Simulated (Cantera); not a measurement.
An adiabatic, constant-pressure homogeneous reactor starts with CH4 : C2H6 : O2 : N2 : H2O = 1 : 0.073 : 2.05 : 7.71 : 1.6 (molar parts), at 973 K and 18.0 bar.

Cantera simulation using GRI-Mech 3.0 (53 species, 325 reactions); the numbers are that mechanism's predictions, not measurements. The pressure lies above the range GRI-Mech 3.0 was tuned for (to about 10 atm). Below about 1000 K GRI-Mech 3.0 lacks low-temperature oxidation paths.

Task: Predict: time of steepest temperature rise; temperature at 0.800 s; equilibrium temperature; x(O2) at 0.800 s; x(O) at 0.800 s; x(HO2) at 0.800 s.

Result: 
- time of steepest temperature rise: 25.9 ms
- temperature at 0.800 s: 2472 K
- equilibrium temperature: 2472 K
- x(O2) at 0.800 s: 0.000593 (gas-phase equilibrium 0.000593)
- x(O) at 0.800 s: 7.26e-5 (gas-phase equilibrium 7.26e-5)
- x(HO2) at 0.800 s: 5.65e-7 (gas-phase equilibrium 5.65e-7)
